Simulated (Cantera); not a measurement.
Feed: 1 mol borazine, 12 mol H₂O, 0.2 mol H₂, at 1050 °C and 0.110 bar.

Equilibrium computed with Cantera from the NASA thermochemical tables; the gas is ideal and each condensed phase is pure. The feed counts by its element totals alone. Gases not in the tables: H₃BO₃. Equilibrium is a limit: real reactors are often held back by kinetics, nucleation or transport.

```json
[
 {"species": "H₂", "before": "0.459", "after": "0.454"},
 {"species": "H₂O", "before": "0.442", "after": "0.427"},
 {"species": "N₂", "before": "0.0895", "after": "0.0885"},
 {"species": "HBO₂", "before": "0.00811", "after": "0.0296"},
 {"species": "B₂O₃", "before": "3.17e-6", "after": "4.36e-5"},
 {"species": "(HBO₂)₃", "before": "0.000746", "after": "0.000191"},
 {"species": "H", "before": "3.25e-6", "after": "1.20e-5"},
 {"species": "B₂O₃(l), mol", "before": "1.41", "after": "1.24"}
]
```
Gas species are given as mole fractions.

Task: Which change was made?
(A) pressure from 0.110 bar to 0.00800 bar
(B) H₂O from 12 to 0.1 mol
(C) temperature from 1050 °C to 1625 °C
(D) temperature from 1050 °C to 600 °C

Result: A, pressure from 0.110 bar to 0.00800 bar
